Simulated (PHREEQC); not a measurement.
Dissolve 0.012 mol/kgw NiSO4, 0.028 mol/kgw CuCl2, 0.0062 mol/kgw H2SO4 and 0.00023 mol/kgw NaCl at 63 °C. Closed to the air; pH follows from the charge balance.

All values are PHREEQC results (ion-association model, wateq4f.dat), not measurements.

| quantity | before | after |
|---|---|---|
| pH | 2.21 | 2.27 |
| ionic strength (mol/kgw) | 0.105 | 0.0394 |
| Cl- (mol/kgw) | 0.0506 | 0.000228 |
| Ni+2 (mol/kgw) | 0.00955 | 0.00823 |
| SO4-2 (mol/kgw) | 0.00709 | 0.00824 |
| HSO4- (mol/kgw) | 0.00486 | 0.00618 |
| SI of Morenosite (NiSO4:7H2O) | -2.99 | -2.72 |
| SI of Halite (NaCl) | -6.84 | -9.12 |

Question: What was changed between the two runs?
A) CuCl2 left out
B) 0.017 mol/kgw MnCl2 added
C) H2SO4 replaced by CdSO4 at the same molality
D) NaCl replaced by Na2SiF6 at the same molality
E) diluted 2-fold with water

Answer: A, CuCl2 left out

Precipitation was switched off in this run. At this temperature some constants are extrapolated from 25 °C, and those without enthalpy data are left unchanged.
